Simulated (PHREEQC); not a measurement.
Consider water at 25 °C with 0.86 mol/kgw NaOH, 0.17 mol/kgw H3BO3 and 1.1 mol/kgw NaCl. Closed to the air; pH follows from the charge balance.

The numbers come from PHREEQC with the Pitzer model, pitzer.dat.

| quantity | before | after |
|---|---|---|
| pH | 13.63 | 11.77 |
| B(OH)3 (mol/kgw) | 2.73e-6 | 4.27e-6 |
| SI of NaBO2:4H2O (NaBO2:4H2O) | -1.54 | -4.93 |
| SI of Halite (NaCl) | -1.65 | -5.37 |

Task: Name the change that produced these shifts.
A) diluted 5-fold with water
B) diluted 10-fold with water
C) NaCl from 1.1 to 5.5 mol/kgw
D) diluted 100-fold with water

Result: D, diluted 100-fold with water

This is a speciation only: nothing precipitates in the calculation. In brines, pH and single-ion activities rest on the MacInnes convention.
